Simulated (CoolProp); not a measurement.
Vapour-liquid equilibrium of carbon dioxide (1) + R134a (2) at 236.8 K; x and y are mole fractions of (1).

The numbers come from the multi-fluid Helmholtz-energy mixture model, Span 1996 and Tillner-Roth 1994; pair parameters Bell 2016 in CoolProp.

Give the bubble pressure and the first vapour's composition at x = 0.275, 0.575, 0.875. Is there an azeotrope?

x = 0.275: 342.3 kPa, y = 0.859; x = 0.575: 678.4 kPa, y = 0.953; x = 0.875: 999.7 kPa, y = 0.988. No azeotrope shows between x = 0.05 and 0.95.

The pair parameters rest on a limited set of measurements; away from them the model extrapolates.
